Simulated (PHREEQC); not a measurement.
## Alkaline etch or developer

Make-up at 25 °C: 0.24 mol/kgw NaOH and 0.0001 mol/kgw (CH3)4NCl. Closed to the air; pH follows from the charge balance.

All values are PHREEQC results (ion-association model, phreeqc.dat), not measurements.

This is a speciation only: nothing precipitates in the calculation.

Q: Estimate the pH, activity of water, specific conductance.

A: pH 13.22; activity of water 0.992; specific conductance 46100 µS/cm.

Complexes and solids missing from the database can't appear. (CH3)4N+ isn't in the database: it is added as a free cation with an ion size of 4 Å.
